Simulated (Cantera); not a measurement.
An isothermal, constant-pressure homogeneous reactor starts with 46.7 % NO, 51.4 % N₂, 1.96 % H₂O, at 2125 K and 0.0263 atm.

Detailed kinetics in Cantera: GRI-Mech 3.0 (53 species, 325 reactions). Radical loss at walls, strong at low pressure, is not modelled.

Task: Predict: x(NO) at 2.00 s; x(O₂) at 2.00 s; x(O) at 2.00 s; x(N₂) at 2.00 s; x(N₂O) at 2.00 s; x(NO₂) at 2.00 s.

Result: 
```json
{
 "x(NO) at 2.00 s": "0.164 (gas-phase equilibrium 0.0106)",
 "x(O₂) at 2.00 s": "0.148 (gas-phase equilibrium 0.224)",
 "x(O) at 2.00 s": "0.00393 (gas-phase equilibrium 0.00482)",
 "x(N₂) at 2.00 s": "0.663 (gas-phase equilibrium 0.739)",
 "x(N₂O) at 2.00 s": "3.99e-6 (gas-phase equilibrium 9.37e-8)",
 "x(NO₂) at 2.00 s": "3.16e-5 (gas-phase equilibrium 2.54e-6)"
}
```
